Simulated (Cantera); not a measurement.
Input (Python, Cantera) and output of one run.

```python
import numpy as np
import cantera as ct

gas_names = """
    CL CL2 H HCL H2 N NH NH2 NH3 N2 N2H2 N2H4 Si SiCL SiCL2 SiCL3 SiCL4 SiH SiHCL3 SiH2 SiH2CL2 SiH3
    SiH3CL SiH4 SiN Si2 Si2N Si3
""".split()
cond_names = """
    NH4CL(a) NH4CL(b) Si(cr) Si(L) Si3N4(a)
""".split()


# ... load() reads the species with a 1 bar reference pressure and builds the phases ...
atoms = {
    'Si3N4': {'Si': 3, 'N': 4},
    'HCl': {'H': 1, 'CL': 1},
    'N2': {'N': 2},
}
top_T = {'Si3N4(a)': 2400}  # K; cautious upper limits of use, not melting points


# ... equilibrate(T, P, feed) seeds the gas with the atoms and calls Mixture.equilibrate('TP', solver="vcs", rtol=1e-11, max_steps=5000) ...
results = []
feed = {'Si3N4': 1, 'HCl': 6, 'N2': 16}  # mol
P = 1800  # Pa
for T in [950, 1025, 1100, 1175, 1250, 1325, 1400, 1475, 1550, 1625, 1700]:
    mix = equilibrate(T, P, feed)
    results.append((T, P, feed, dict(zip(mix.species_names, mix.species_moles))))
    x = sorted(zip(gas.X, gas.species_names), reverse=True)
    print(f"T = {T:g} K  P = {P:g} Pa  gas = {mix.phase_moles(0):.4g} mol")
    print("   x: " + "  ".join(f"{s} {v:.3e}" for v, s in x if v > 0.001))
    print("   condensed (mol): " + ("  ".join(f"{mix.phase(i).name} {mix.phase_moles(i):.4g}"
          for i in range(1, mix.n_phases) if mix.phase_moles(i) > 1e-12) or "none"))
```

It prints:

```
T = 950 K  P = 1800 Pa  gas = 21.8 mol
   x: N2 7.525e-01  HCL 1.642e-01  H2 5.553e-02  SiCL4 2.773e-02
   condensed (mol): Si3N4(a) 0.7981
T = 1025 K  P = 1800 Pa  gas = 21.81 mol
   x: N2 7.512e-01  HCL 1.700e-01  H2 5.252e-02  SiCL4 2.619e-02
   condensed (mol): Si3N4(a) 0.8087
T = 1100 K  P = 1800 Pa  gas = 21.82 mol
   x: N2 7.500e-01  HCL 1.748e-01  H2 5.005e-02  SiCL4 2.481e-02
   condensed (mol): Si3N4(a) 0.8172
T = 1175 K  P = 1800 Pa  gas = 21.83 mol
   x: N2 7.491e-01  HCL 1.786e-01  H2 4.805e-02  SiCL4 2.343e-02
   condensed (mol): Si3N4(a) 0.823
T = 1250 K  P = 1800 Pa  gas = 21.86 mol
   x: N2 7.481e-01  HCL 1.811e-01  H2 4.661e-02  SiCL4 2.166e-02  SiCL3 1.543e-03
   condensed (mol): Si3N4(a) 0.8238
T = 1325 K  P = 1800 Pa  gas = 21.92 mol
   x: N2 7.470e-01  HCL 1.812e-01  H2 4.610e-02  SiCL4 1.871e-02  SiCL3 3.391e-03  SiCL2 3.337e-03
   condensed (mol): Si3N4(a) 0.8123
T = 1400 K  P = 1800 Pa  gas = 22.08 mol
   x: N2 7.451e-01  HCL 1.765e-01  H2 4.746e-02  SiCL4 1.364e-02  SiCL2 1.100e-02  SiCL3 5.944e-03
   condensed (mol): Si3N4(a) 0.773
T = 1475 K  P = 1800 Pa  gas = 22.37 mol
   x: N2 7.429e-01  HCL 1.632e-01  H2 5.239e-02  SiCL2 2.665e-02  SiCL3 7.479e-03  SiCL4 7.141e-03
   condensed (mol): Si3N4(a) 0.6906
T = 1550 K  P = 1800 Pa  gas = 22.72 mol
   x: N2 7.417e-01  HCL 1.405e-01  H2 6.170e-02  SiCL2 4.681e-02  SiCL3 6.485e-03  SiCL4 2.502e-03
   condensed (mol): Si3N4(a) 0.5764
T = 1625 K  P = 1800 Pa  gas = 23.02 mol
   x: N2 7.421e-01  HCL 1.139e-01  H2 7.330e-02  SiCL2 6.528e-02  SiCL3 4.377e-03
   condensed (mol): Si3N4(a) 0.4597
T = 1700 K  P = 1800 Pa  gas = 23.26 mol
   x: N2 7.432e-01  HCL 8.887e-02  H2 8.437e-02  SiCL2 8.003e-02  SiCL3 2.644e-03
   condensed (mol): Si3N4(a) 0.3569
```

These are equilibrium values from Cantera (NASA tables, ideal gas, pure condensed phases), not measurements of a reactor. The tables' values for SiCl3, SiCl are old estimates; treat these amounts as uncertain.
